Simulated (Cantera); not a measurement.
Feed: 1 mol Si, 3.5 mol HCl, 9.1 mol H₂, at 898.15 K and 0.620 bar.

These are equilibrium values from Cantera (NASA tables, ideal gas, pure condensed phases), not measurements of a reactor. Candidate condensed phases: Si; 19 gas species. The tables' values for SiCl₃ are old estimates; treat these amounts as uncertain. Kinetics and transport are ignored.

Base state: H₂ 0.913, SiCl₄ 0.0502, SiHCl₃ 0.0306, HCl 0.00418, SiH₂Cl₂ 0.00176, SiCl₃ 0.000164, SiCl₂ 2.59e-5, SiH₃Cl 2.47e-5 (mole fractions); condensed: Si(s).

Task: What changes in the equilibrium state with this change: pressure from 0.620 bar to 17.0 bar?

Result: 
| species | before | after |
|---|---|---|
| H₂ | 0.913 | 0.911 |
| SiCl₄ | 0.0502 | 0.0437 |
| SiHCl₃ | 0.0306 | 0.0391 |
| SiCl₂ | 2.59e-5 | 1.78e-6 |
| SiCl₃ | 0.000164 | 4.01e-5 |
| SiH₃Cl | 2.47e-5 | 6.81e-5 |
| SiH₂Cl₂ | 0.00176 | 0.00331 |
| HCl | 0.00418 | 0.00284 |
| Si(s), mol | 0.0372 | 0 |

Task: What changes in the equilibrium state with this change: temperature from 898.15 K to 1248.15 K?

Result: 
| species | before | after |
|---|---|---|
| H₂ | 0.913 | 0.875 |
| HCl | 0.00418 | 0.0527 |
| SiCl₄ | 0.0502 | 0.0354 |
| SiHCl₃ | 0.0306 | 0.0208 |
| SiCl₂ | 2.59e-5 | 0.00796 |
| SiCl₃ | 0.000164 | 0.00625 |
| Si(s), mol | 0.0372 | 0.144 |
